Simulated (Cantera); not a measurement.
## Stirred combustor or abatement burner

A perfectly stirred reactor is fed with 21.5 % H2, 7.68 % O2, 70.8 % N2, equivalence ratio 1.4, at 1.01 bar; it is adiabatic with a 500 K inlet, and is followed from long to short residence time, starting on the burning branch (τ in s: 0.46, 0.17, 0.061, 0.022, 0.0081, 0.003, 0.0011, 0.0004, 0.00014, 5.3e-05, 1.9e-05).

Cantera simulation using the H2/O2 subset of GRI-Mech 3.0, which has no nitrogen chemistry; the numbers are that mechanism's predictions, not measurements.

| τ (s) | T (K) | x H2 | x O2 | x H2O2 | x H | x HO2 | x O | x H2O |
|---|---|---|---|---|---|---|---|---|
| 0.46 | 1675 | 0.0662 | 2.26e-5 | 3.75e-9 | 0.00106 | 1.34e-8 | 1.77e-6 | 0.166 |
| 0.17 | 1670 | 0.0659 | 3.99e-5 | 8.67e-9 | 0.00173 | 2.52e-8 | 4.69e-6 | 0.166 |
| 0.061 | 1662 | 0.0655 | 7.38e-5 | 1.98e-8 | 0.00284 | 4.90e-8 | 1.26e-5 | 0.166 |
| 0.022 | 1648 | 0.0648 | 0.000142 | 4.29e-8 | 0.00462 | 9.72e-8 | 3.33e-5 | 0.165 |
| 0.0081 | 1627 | 0.0637 | 0.000280 | 8.75e-8 | 0.00735 | 1.96e-7 | 8.32e-5 | 0.164 |
| 0.0030 | 1593 | 0.0624 | 0.000571 | 1.70e-7 | 0.0114 | 4.07e-7 | 0.000197 | 0.163 |
| 0.0011 | 1542 | 0.0609 | 0.00120 | 3.18e-7 | 0.0173 | 8.83e-7 | 0.000436 | 0.160 |
| 0.00040 | 1466 | 0.0600 | 0.00259 | 5.50e-7 | 0.0251 | 2.04e-6 | 0.000867 | 0.156 |
| 0.00014 | 1355 | 0.0634 | 0.00621 | 8.19e-7 | 0.0329 | 5.52e-6 | 0.00151 | 0.147 |
| 5.3e-5 | 1174 | 0.0963 | 0.0216 | 1.09e-6 | 0.0264 | 2.26e-5 | 0.00164 | 0.114 |
| 1.9e-5 | 500 | 0.215 | 0.0768 | <1e-12 | <1e-12 | <1e-12 | <1e-12 | <1e-12 |
x: mole fraction; the columns are a selection and need not sum to one.
